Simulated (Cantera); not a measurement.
Feed: 1 mol Al, 2.3 mol O2, 7.4 mol N2, equilibrated at 998.15 K and 0.640 bar.

Method: chemical equilibrium by Gibbs-energy minimisation in Cantera with the NASA 1993 tables (ideal gas, pure condensed phases). Candidate condensed phases: Al, AlN, Al2O3; 16 gas species. Rates play no part.

Base state: N2 0.827, O2 0.173, NO 2.85e-5 (mole fractions); condensed: Al2O3(s).

**Question.** What changes in the equilibrium state with this change: temperature from 998.15 K to 1800 K?

**Answer.** 
| species | before | after |
|---|---|---|
| N2 | 0.827 | 0.825 |
| O2 | 0.173 | 0.171 |
| NO | 2.85e-5 | 0.00384 |
| O | <1e-9 | 6.29e-5 |
| Al2O3(s), mol | 0.500 | 0.500 |
